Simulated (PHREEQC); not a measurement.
Solution (83 °C): 0.04 mmol/kgw Ca(HCO3)2, 0.69 mmol/kgw NaHCO3 and 0.0029 mmol/kgw H4SiO4. Closed to the air; pH follows from the charge balance.

Equilibrium calculation in PHREEQC: ion-association model, phreeqc.dat.

```
quantity                    before     after
------------------------  --------  --------
pH                            7.80      7.65
ionic strength (mol/kgw)  0.000809  0.000809
HCO3- (mol/kgw)           0.000739  0.000731
CO2 (mol/kgw)              2.50e-5   3.50e-5
CO3-2 (mol/kgw)            3.91e-6   2.73e-6
H4SiO4 (mol/kgw)           2.79e-6   2.82e-6
SI of Quartz (SiO2)          -2.29     -2.28
```

What was changed between the two runs?
(A) diluted 2-fold with water
(B) Ca(HCO3)2 left out
(C) H4SiO4 replaced by Na2SiO3 at the same molality
(D) H4SiO4 replaced by H2SiF6 at the same molality
(E) NaHCO3 from 0.00069 to 0.000621 mol/kgw

D, H4SiO4 replaced by H2SiF6 at the same molality

This is a speciation only: nothing precipitates in the calculation. Constants without temperature data keep their 25 °C values here. SiF6-2 is the database's only silicon fluoride.
